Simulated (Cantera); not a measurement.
Cantera run, input and output.

```python
import numpy as np
import cantera as ct

surf = ct.Interface("diamond.yaml", "diamond_100")
gas, bulk = surf.adjacent["gas"], surf.adjacent["diamond"]
k = surf.kinetics_species_index(bulk.species_names[0])
cover = ["c6HH", "c6H*", "c6*H", "c6**", "c6HM", "c6B"]

rows, drift = [], 0.0
print(f"{'xCH3':>10s}{'um/h':>11s}" + "".join(f"{s:>11s}" for s in cover))
for v in [1e-06, 2.3e-06, 5.3e-06, 1.2e-05, 2.8e-05, 6.5e-05, 0.00015, 0.00034, 0.00079]:
    T, P, xH, xCH3 = 1248, 26000, 0.00047, v
    gas.TPX = T, P, {"H": xH, "CH3": xCH3, "CH4": 0.0033, "H2": 1 - xH - xCH3 - 0.0033}
    surf.TP = bulk.TP = T, P
    surf.coverages = "c6H*:0.1, c6HH:0.9"
    surf.advance_coverages(100.0)
    before = surf.coverages
    surf.advance_coverages(100.0)
    drift = max(drift, np.max(np.abs(surf.coverages - before) / (surf.coverages + 1e-9)))
    rate = surf.net_production_rates[k] * bulk.mean_molecular_weight / bulk.density * 3.6e9
    rows.append([rate, *surf[cover].coverages])
    print(f"{v:10.4g}{rate:11.4e}" + "".join(f"{x:11.3e}" for x in rows[-1][1:]))
```

Output:

```
      xCH3       um/h       c6HH       c6H*       c6*H       c6**       c6HM        c6B
     1e-06 2.8782e-02  4.793e-01  3.959e-02  4.628e-01  1.829e-02  2.524e-05  7.810e-11
   2.3e-06 6.6179e-02  4.793e-01  3.959e-02  4.627e-01  1.828e-02  5.805e-05  1.796e-10
   5.3e-06 1.5240e-01  4.792e-01  3.958e-02  4.627e-01  1.826e-02  1.337e-04  4.135e-10
   1.2e-05 3.4454e-01  4.790e-01  3.956e-02  4.625e-01  1.822e-02  3.025e-04  9.349e-10
   2.8e-05 8.0112e-01  4.787e-01  3.953e-02  4.621e-01  1.813e-02  7.043e-04  2.174e-09
   6.5e-05 1.8448e+00  4.778e-01  3.944e-02  4.611e-01  1.791e-02  1.627e-03  5.006e-09
   0.00015 4.1810e+00  4.759e-01  3.926e-02  4.589e-01  1.744e-02  3.716e-03  1.135e-08
   0.00034 9.1180e+00  4.719e-01  3.885e-02  4.542e-01  1.646e-02  8.235e-03  2.474e-08
   0.00079 1.9504e+01  4.630e-01  3.798e-02  4.440e-01  1.450e-02  1.824e-02  5.292e-08
```

Model: the Harris–Goodwin 1993 mechanism for the reconstructed diamond (100) surface, integrated in Cantera.
